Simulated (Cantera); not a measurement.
## Si₂Cl₆ + NH₃ + N₂ (silicon nitride deposition)

Feed: 1 mol Si₂Cl₆, 6.9 mol NH₃, 3.4 mol N₂, at 0.000800 bar.

Method: chemical equilibrium by Gibbs-energy minimisation in Cantera with the NASA 1993 tables (ideal gas, pure condensed phases). Candidate condensed phases: NH₄Cl, Si, Si₃N₄; 28 gas species. The feed counts by its element totals alone. The tables' values for SiCl, SiCl₃, SiN are old estimates; treat these amounts as uncertain. Gases not in the tables: Si₂H₆ and higher silanes. Rates play no part.

| T (K) | x H₂ | x N₂ | x HCl | x SiCl₂ | x H | x Si | x Cl | n Si₃N₄(s) | n Si(s) | n Si(l) |
|---|---|---|---|---|---|---|---|---|---|---|
| 1100 | 0.395 | 0.295 | 0.307 | 0.000124 | 5.75e-7 | <1e-12 | 4.00e-7 | 0.649 | 0 | 0 |
| 1175 | 0.395 | 0.295 | 0.307 | 0.000785 | 2.72e-6 | <1e-12 | 1.85e-6 | 0.646 | 0 | 0 |
| 1250 | 0.397 | 0.296 | 0.301 | 0.00377 | 1.08e-5 | 6.83e-11 | 6.98e-6 | 0.627 | 0 | 0 |
| 1325 | 0.404 | 0.300 | 0.280 | 0.0133 | 3.67e-5 | 2.95e-9 | 2.14e-5 | 0.566 | 0 | 0 |
| 1400 | 0.417 | 0.309 | 0.239 | 0.0328 | 0.000111 | 8.37e-8 | 5.23e-5 | 0.442 | 0 | 0 |
| 1475 | 0.434 | 0.321 | 0.185 | 0.0578 | 0.000302 | 1.67e-6 | 0.000104 | 0.278 | 0 | 0 |
| 1550 | 0.450 | 0.331 | 0.135 | 0.0812 | 0.000747 | 2.49e-5 | 0.000179 | 0.120 | 0 | 0 |
| 1625 | 0.456 | 0.339 | 0.110 | 0.0924 | 0.00168 | 0.000204 | 0.000319 | 0 | 0.111 | 0 |
| 1700 | 0.455 | 0.338 | 0.108 | 0.0927 | 0.00351 | 0.000848 | 0.000651 | 0 | 0 | 0.0838 |
| 1775 | 0.449 | 0.337 | 0.112 | 0.0897 | 0.00686 | 0.00274 | 0.00132 | 0 | 0 | 0.0833 |
| 1850 | 0.440 | 0.333 | 0.114 | 0.0860 | 0.0126 | 0.00806 | 0.00250 | 0 | 0 | 0.000748 |
| 1925 | 0.421 | 0.328 | 0.128 | 0.0751 | 0.0219 | 0.0160 | 0.00502 | 0 | 0 | 0 |
| 2000 | 0.395 | 0.321 | 0.144 | 0.0612 | 0.0361 | 0.0265 | 0.00980 | 0 | 0 | 0 |
| 2075 | 0.364 | 0.312 | 0.158 | 0.0456 | 0.0568 | 0.0386 | 0.0182 | 0 | 0 | 0 |
x: gas mole fraction; n: condensed amount in mol.

From 1100 K to 1550 K the condensed part is Si₃N₄(s). At 1625 K the condensed part is Si(s). From 1700 K to 1850 K the condensed part is Si(l). From 1925 K to 2075 K nothing is condensed. The main Si-bearing gas is SiCl₄ at 1100 K and SiCl₂ at 2075 K.
